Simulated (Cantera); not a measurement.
Input: 1 mol Al, 0.52 mol Cl₂, a varied amount of H₂, equilibrated at 0.0180 Torr.

Points: T (K) = 850, 900, 950, 1000, 1050, 1100, 1150, 1200, 1250, 1300, 1350, 1400; n(H2) (mol) = 0.3, 0.51, 0.71, 0.92, 1.1, 1.3, 1.5, 1.7, 1.9, 2.2, 2.4, 2.6, 2.8.

Cantera's Mixture.equilibrate('TP', solver="vcs", rtol=1e-11, max_steps=5000) on the NASA tables stopped like this:

```
ERROR: FAILURE its = 5001!

*******************************************************************************
CanteraError thrown by MultiPhase::equilibrate:
VCS solver failed. Return code: -1
*******************************************************************************
```

Q: What got this run through?

A: Several could match; the one computed here: The failure is numerical, not chemical. The same input converged with solver="gibbs", rtol=1e-10, max_steps=50000, and the result passed a check of the equilibrium conditions:
```
    850        0.3  AL(cr)
    850       0.51  AL(cr)
    850       0.71  AL(cr)
    850       0.92  AL(cr)
    850        1.1  AL(cr)
    850        1.3  AL(cr)
    850        1.5  AL(cr)
    850        1.7  AL(cr)
    850        1.9  AL(cr)
    850        2.2  AL(cr)
    850        2.4  AL(cr)
    850        2.6  AL(cr)
    850        2.8  AL(cr)
    900        0.3  AL(cr)
    900       0.51  AL(cr)
    900       0.71  AL(cr)
    900       0.92  AL(cr)
    900        1.1  AL(cr)
    900        1.3  AL(cr)
    900        1.5  AL(cr)
    900        1.7  AL(cr)
    900        1.9  AL(cr)
    900        2.2  AL(cr)
    900        2.4  AL(cr)
    900        2.6  AL(cr)
    900        2.8  AL(cr)
    950        0.3  AL(L)
    950       0.51  AL(L)
    950       0.71  gas only
    950       0.92  gas only
    950        1.1  gas only
    950        1.3  gas only
    950        1.5  gas only
    950        1.7  gas only
    950        1.9  gas only
    950        2.2  gas only
    950        2.4  gas only
    950        2.6  gas only
    950        2.8  gas only
   1000        0.3  gas only
   1000       0.51  gas only
   1000       0.71  gas only
   1000       0.92  gas only
   1000        1.1  gas only
   1000        1.3  gas only
   1000        1.5  gas only
   1000        1.7  gas only
   1000        1.9  gas only
   1000        2.2  gas only
   1000        2.4  gas only
   1000        2.6  gas only
   1000        2.8  gas only
   1050        0.3  gas only
   1050       0.51  gas only
   1050       0.71  gas only
   1050       0.92  gas only
   1050        1.1  gas only
   1050        1.3  gas only
   1050        1.5  gas only
   1050        1.7  gas only
   1050        1.9  gas only
   1050        2.2  gas only
   1050        2.4  gas only
   1050        2.6  gas only
   1050        2.8  gas only
   1100        0.3  gas only
   1100       0.51  gas only
   1100       0.71  gas only
   1100       0.92  gas only
   1100        1.1  gas only
   1100        1.3  gas only
   1100        1.5  gas only
   1100        1.7  gas only
   1100        1.9  gas only
   1100        2.2  gas only
   1100        2.4  gas only
   1100        2.6  gas only
   1100        2.8  gas only
   1150        0.3  gas only
   1150       0.51  gas only
   1150       0.71  gas only
   1150       0.92  gas only
   1150        1.1  gas only
   1150        1.3  gas only
   1150        1.5  gas only
   1150        1.7  gas only
   1150        1.9  gas only
   1150        2.2  gas only
   1150        2.4  gas only
   1150        2.6  gas only
   1150        2.8  gas only
   1200        0.3  gas only
   1200       0.51  gas only
   1200       0.71  gas only
   1200       0.92  gas only
   1200        1.1  gas only
   1200        1.3  gas only
   1200        1.5  gas only
   1200        1.7  gas only
   1200        1.9  gas only
   1200        2.2  gas only
   1200        2.4  gas only
   1200        2.6  gas only
   1200        2.8  gas only
   1250        0.3  gas only
   1250       0.51  gas only
   1250       0.71  gas only
   1250       0.92  gas only
   1250        1.1  gas only
   1250        1.3  gas only
   1250        1.5  gas only
   1250        1.7  gas only
   1250        1.9  gas only
   1250        2.2  gas only
   1250        2.4  gas only
   1250        2.6  gas only
   1250        2.8  gas only
   1300        0.3  gas only
   1300       0.51  gas only
   1300       0.71  gas only
   1300       0.92  gas only
   1300        1.1  gas only
   1300        1.3  gas only
   1300        1.5  gas only
   1300        1.7  gas only
   1300        1.9  gas only
   1300        2.2  gas only
   1300        2.4  gas only
   1300        2.6  gas only
   1300        2.8  gas only
   1350        0.3  gas only
   1350       0.51  gas only
   1350       0.71  gas only
   1350       0.92  gas only
   1350        1.1  gas only
   1350        1.3  gas only
   1350        1.5  gas only
   1350        1.7  gas only
   1350        1.9  gas only
   1350        2.2  gas only
   1350        2.4  gas only
   1350        2.6  gas only
   1350        2.8  gas only
   1400        0.3  gas only
   1400       0.51  gas only
   1400       0.71  gas only
   1400       0.92  gas only
   1400        1.1  gas only
   1400        1.3  gas only
   1400        1.5  gas only
   1400        1.7  gas only
   1400        1.9  gas only
   1400        2.2  gas only
   1400        2.4  gas only
   1400        2.6  gas only
   1400        2.8  gas only
```

The gas is ideal and each condensed phase is pure. The tables' values for AlCl2 are old estimates.
